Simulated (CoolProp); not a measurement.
A closed Brayton cycle with nitrogen: compressor inlet 330.15 K and 7.2 MPa, high pressure 18.2 MPa, turbine inlet 930 K, compressor efficiency 0.8, turbine efficiency 0.85, recuperator effectiveness 0 (on enthalpy, no pinch check). Each further row changes one setting.

Values from CoolProp's reference Helmholtz-energy equation of state, Span 2000.

```csv
case,thermal efficiency (%),net work (kJ/kg),compressor to turbine work,compressor exit (K),turbine exit (K)
as stated,12.2,66.0,0.67,456.5,759.6
turbine inlet 880 K,11.5,55.1,0.71,456.5,717.3
compressor inlet 340.15 K,11.8,61.6,0.70,470.3,759.6
high pressure 15.5 MPa,___,60.7,___,___,786.6
recuperator effectiveness 0.5,17.7,66.0,0.67,456.5,759.6
```

Question: What belongs in the gaps?

Answer: 
- high pressure 15.5 MPa, thermal efficiency (%): 10.8
- high pressure 15.5 MPa, compressor to turbine work: 0.64
- high pressure 15.5 MPa, compressor exit (K): 432.2
